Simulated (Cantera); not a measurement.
A closed system holds: 1 mol CF4, 2.6 mol H2, at 3573 K and 0.590 bar.

Method: chemical equilibrium by Gibbs-energy minimisation in Cantera with the NASA 1993 tables (ideal gas, pure condensed phases). Candidate condensed phases: C, C6H6, C7H8, C8H18; 95 gas species. Equilibrium is a limit: real reactors are often held back by kinetics, nucleation or transport.

Base state: HF 0.663, H 0.177, F 0.0455, H2 0.0381, C3 0.0372, CF 0.0106, C2H 0.00853, C 0.00626 (mole fractions); condensed: gas only.

Task: What changes in the equilibrium state with this change: H2 from 2.6 to 3.2 mol?

Result: 
```tsv
species	before	after
HF	0.663	0.590
H	0.177	0.241
H2	0.0381	0.0712
CF	0.0106	0.00640
F	0.0455	0.0296
C3	0.0372	0.0294
CF2	0.000514	0.000201
CH2	2.26e-5	3.89e-5
```

Task: What changes in the equilibrium state with this change: CF4 replaced by CH3Cl?

Result: 
```json
[
 {"species": "H", "before": "0.177", "after": "0.491"},
 {"species": "H2", "before": "0.0381", "after": "0.294"},
 {"species": "Cl", "before": "0", "after": "0.0777"},
 {"species": "HF", "before": "0.663", "after": "0"},
 {"species": "HCl", "before": "0", "after": "0.0705"},
 {"species": "F", "before": "0.0455", "after": "0"},
 {"species": "CF", "before": "0.0106", "after": "0"},
 {"species": "C2H2 (acetylene)", "before": "0.00544", "after": "0.0249"},
 {"species": "C3", "before": "0.0372", "after": "0.0170"},
 {"species": "C2H", "before": "0.00853", "after": "0.0141"},
 {"species": "CF2", "before": "0.000514", "after": "0"},
 {"species": "C2HCl", "before": "0", "after": "0.000228"},
 {"species": "C2HF", "before": "0.000201", "after": "0"},
 {"species": "CCl", "before": "0", "after": "3.16e-5"},
 {"species": "CH3", "before": "1.94e-6", "after": "3.21e-5"}
]
```
The tables' values for CCl are old estimates; treat these amounts as uncertain.

Task: What changes in the equilibrium state with this change: temperature from 3573 K to 848 K?

Result: 
| species | before | after |
|---|---|---|
| HF | 0.663 | 0.874 |
| H2 | 0.0381 | 0.120 |
| CH4 | 3.11e-8 | 0.00546 |
| H | 0.177 | <1e-9 |
| F | 0.0455 | <1e-9 |
| C3 | 0.0372 | <1e-9 |
| CF | 0.0106 | <1e-9 |
| C2H | 0.00853 | <1e-9 |
| C | 0.00626 | <1e-9 |
| C2 | 0.00559 | <1e-9 |
| C2H2 (acetylene) | 0.00544 | <1e-9 |
| C(graphite), mol | 0 | 0.975 |
